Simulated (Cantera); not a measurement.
Charge: 1 mol SiCl₄, 1.1 mol HCl, 14 mol H₂, held at 1400 K and 1.80 bar.

Equilibrium computed with Cantera from the NASA thermochemical tables; the gas is ideal and each condensed phase is pure. Candidate condensed phases: Si; 19 gas species. The tables' values for SiCl₃ are old estimates; treat these amounts as uncertain. Kinetics and transport are ignored.

Base state: H₂ 0.827, HCl 0.112, SiCl₄ 0.0278, SiHCl₃ 0.0146, SiCl₂ 0.00974, SiCl₃ 0.00799, SiH₂Cl₂ 0.00115, SiH₃Cl 2.60e-5 (mole fractions); condensed: gas only.

Task: What changes in the equilibrium state with this change: HCl from 1.1 to 1.8 mol?

Result: 
```
species   before     after
-------  -------  --------
H₂         0.827     0.800
HCl        0.112     0.141
SiCl₄     0.0278    0.0316
SiHCl₃    0.0146    0.0127
SiH₃Cl   2.60e-5   1.34e-5
SiH₂Cl₂  0.00115  0.000768
SiCl₂    0.00974   0.00674
SiCl₃    0.00799   0.00708
```

Task: What changes in the equilibrium state with this change: temperature from 1400 K to 1000 K?

Result: 
| species | before | after |
|---|---|---|
| H₂ | 0.827 | 0.865 |
| HCl | 0.112 | 0.0732 |
| SiCl₄ | 0.0278 | 0.0572 |
| SiHCl₃ | 0.0146 | 0.00476 |
| SiCl₂ | 0.00974 | 1.87e-6 |
| SiH₃Cl | 2.60e-5 | 9.79e-8 |
| SiCl₃ | 0.00799 | 6.64e-5 |
